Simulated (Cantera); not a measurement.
Feed: 1 mol C₃H₆, 62 mol H₂, 13 mol N₂, 0.067 mol NH₃, at 2800 °C and 0.000110 bar.

Method: chemical equilibrium by Gibbs-energy minimisation in Cantera with the NASA 1993 tables (ideal gas, pure condensed phases). Candidate condensed phases: C, C₆H₆, C₇H₈, C₈H₁₈; 92 gas species. Kinetics and transport are ignored.

Base state: H 0.889, N₂ 0.0878, C 0.0173, CN 0.00264, H₂ 0.00225, N 0.000623, C₂ 0.000227, HCN 6.05e-5 (mole fractions); condensed: gas only.

Q: What changes in the equilibrium state with this change: temperature from 2800 °C to 2202 °C?

A: 
| species | before | after |
|---|---|---|
| H | 0.889 | 0.761 |
| H₂ | 0.00225 | 0.126 |
| N₂ | 0.0878 | 0.0972 |
| C | 0.0173 | 0.00104 |
| C₂H₂ (acetylene) | 6.25e-8 | 0.00115 |
| HCN | 6.05e-5 | 0.00713 |

Q: What changes in the equilibrium state with this change: temperature from 2800 °C to 352 °C?

A: 
| species | before | after |
|---|---|---|
| H₂ | 0.00225 | 0.829 |
| N₂ | 0.0878 | 0.167 |
| CH₄ | <1e-9 | 0.00366 |
| H | 0.889 | <1e-9 |
| C | 0.0173 | <1e-9 |
| CN | 0.00264 | <1e-9 |
| N | 0.000623 | <1e-9 |
| C₂ | 0.000227 | <1e-9 |
| HCN | 6.05e-5 | <1e-9 |
| C(graphite), mol | 0 | 2.72 |
